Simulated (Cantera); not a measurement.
Charge: 1 mol Si, 7.5 mol Cl2, 0.71 mol N2, held at 13.3 mbar.

These are equilibrium values from Cantera (NASA tables, ideal gas, pure condensed phases), not measurements of a reactor. Candidate condensed phases: Si, Si3N4; 13 gas species. The tables' values for SiCl3 are old estimates; treat these amounts as uncertain. Kinetics and transport are ignored. All values below are at 1227 °C.

Base state: Cl2 0.460, Cl 0.343, SiCl4 0.115, N2 0.0816, SiCl3 4.50e-5 (mole fractions); condensed: gas only.

Question: What changes in the equilibrium state with this change: pressure from 13.3 mbar to 3.40 mbar?

Answer: 
```
species   before    after
-------  -------  -------
Cl         0.343    0.538
Cl2        0.460    0.289
SiCl4      0.115    0.101
N2        0.0816   0.0720
SiCl3    4.50e-5  9.93e-5
```
